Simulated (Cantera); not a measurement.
**Equilibrium for chemical vapour transport: B + H₂O**

Input: 1 mol B, a varied amount of H₂O, held at 1048 K and 0.133 bar.

Cantera equilibrium calculation (NASA polynomials, part measured and part estimated; ideal gas, pure solids and liquids). Candidate condensed phases: B, B₂O₃, B₃O₃H₃, H₂O; 23 gas species. Mutual solubility and eutectic melting of coexisting phases are not modelled. Gases not in the tables: H₃BO₃. Rates play no part.

From 0.06 mol H₂O to 1.1 mol H₂O the condensed part is B(s) + B₂O₃(l). From 1.5 mol H₂O to 2 mol H₂O the condensed part is B₂O₃(l).

```tsv
n(H₂O) (mol)	x H₂	x H₂O	x B₃O₃H₃	x (HBO₂)₃	x HBO₂	x HBO	x BH₃	n B(s)	n B₂O₃(l)
0.06	0.998	5.18e-8	0.00231	<1e-12	4.26e-8	7.90e-6	9.32e-8	0.960	0.0199
0.08	0.998	5.18e-8	0.00231	<1e-12	4.26e-8	7.90e-6	9.32e-8	0.946	0.0265
0.11	0.998	5.18e-8	0.00231	<1e-12	4.26e-8	7.90e-6	9.32e-8	0.926	0.0364
0.14	0.998	5.18e-8	0.00231	<1e-12	4.26e-8	7.90e-6	9.32e-8	0.906	0.0463
0.19	0.998	5.18e-8	0.00231	<1e-12	4.26e-8	7.90e-6	9.32e-8	0.873	0.0629
0.26	0.998	5.18e-8	0.00231	<1e-12	4.26e-8	7.90e-6	9.32e-8	0.826	0.0861
0.34	0.998	5.18e-8	0.00231	<1e-12	4.26e-8	7.90e-6	9.32e-8	0.773	0.113
0.46	0.998	5.18e-8	0.00231	<1e-12	4.26e-8	7.90e-6	9.32e-8	0.692	0.152
0.61	0.998	5.18e-8	0.00231	<1e-12	4.26e-8	7.90e-6	9.32e-8	0.592	0.202
0.82	0.998	5.18e-8	0.00231	<1e-12	4.26e-8	7.90e-6	9.32e-8	0.451	0.271
1.1	0.998	5.18e-8	0.00231	<1e-12	4.26e-8	7.90e-6	9.32e-8	0.264	0.364
1.5	1.000	4.52e-6	2.86e-6	7.73e-11	3.97e-7	8.48e-7	1.15e-10	0	0.500
2	0.750	0.249	<1e-12	0.000999	9.32e-5	2.71e-9	<1e-12	0	0.497
```
x: gas mole fraction; n: condensed amount in mol.
